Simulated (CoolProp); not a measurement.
Saturation properties of c-C4F8 (RC318) (Tc = 115.2 °C, pc = 2.778 MPa, ω = 0.355).

The numbers come from the reference Helmholtz-energy equation of state, Platzer 1990 in CoolProp. This equation is an older, rougher fit; its heat capacities, sound speeds and derivatives of the liquid may be far off and weren't checked against measurements.

| T (°C) | p (MPa) | vapour density (kg/m³) | surface tension (mN/m) | vapour viscosity (µPa s) |
|---|---|---|---|---|
| 24.85 | 0.3110 | 27.91 | 8.19 | 10.7 |
| 29.05 | 0.3550 | 31.77 | 7.72 | 11.1 |
| 33.35 | 0.4047 | (withheld) | 7.24 | 11.3 |
| 37.55 | 0.4582 | 40.94 | 6.78 | 11.6 |
| 41.75 | 0.5168 | 46.22 | 6.33 | 11.9 |
| 46.05 | 0.5825 | 52.21 | 5.87 | (withheld) |
| 50.25 | 0.6525 | 58.69 | 5.43 | 12.5 |
| 54.45 | 0.7286 | 65.87 | (withheld) | 12.8 |
| 58.75 | (withheld) | 74.03 | (withheld) | 13.1 |
| 62.95 | (withheld) | 82.89 | 4.13 | 13.4 |
| 67.25 | (withheld) | 93.00 | 3.71 | 13.8 |
| 71.45 | 1.106 | 104.0 | 3.31 | 14.2 |
| 75.65 | 1.218 | 116.4 | 2.92 | 14.7 |

**Question.** Fill in the missing entries.

**Answer.** 
- 33.35, vapour density (kg/m³): 36.17
- 46.05, vapour viscosity (µPa s): 12.2
- 54.45, surface tension (mN/m): 4.99
- 58.75, p (MPa): 0.8131
- 58.75, surface tension (mN/m): 4.55
- 62.95, p (MPa): 0.9026
- 67.25, p (MPa): 1.002

It boils at -6.0 °C under 1 atm.

Viscosity comes from a separate model (Huber 2003), an estimate that may be off by 10 % or more. Surface tension comes from a separate correlation (Mulero 2012).
